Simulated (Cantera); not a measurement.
Standard-state values (1 bar) from the NASA 1993 polynomials, evaluated with Cantera. Values are per mole of reaction as written; species without (g) are pure solids or liquids, kept so even where they would boil at 1 bar.

2 NO2(g) + 4 Pb(g) → 4 PbO + N2(g)

```
T (K)    ΔH° (kJ)   ΔS° (J/K)    ΔG° (kJ)     log10 K  condensed phases
-----  ----------  ----------  ----------  ----------  ----------------
1125   (withheld)  (withheld)  (withheld)  (withheld)       PbO(yellow)
1225      -1555.0      -534.2      -900.6       38.40            PbO(l)
1325   (withheld)  (withheld)  (withheld)  (withheld)            PbO(l)
1425   (withheld)  (withheld)  (withheld)  (withheld)            PbO(l)
1525   (withheld)  (withheld)  (withheld)  (withheld)            PbO(l)
```

Question: Fill in the missing entries.

Answer: 
- 1125, ΔH° (kJ): -1666.6
- 1125, ΔS° (J/K): -630.4
- 1125, ΔG° (kJ): -957.4
- 1125, log10 K: 44.45
- 1325, ΔH° (kJ): -1545.0
- 1325, ΔS° (J/K): -526.3
- 1325, ΔG° (kJ): -847.6
- 1325, log10 K: 33.41
- 1425, ΔH° (kJ): -1535.1
- 1425, ΔS° (J/K): -519.2
- 1425, ΔG° (kJ): -795.3
- 1425, log10 K: 29.15
- 1525, ΔH° (kJ): -1525.5
- 1525, ΔS° (J/K): -512.6
- 1525, ΔG° (kJ): -743.7
- 1525, log10 K: 25.47
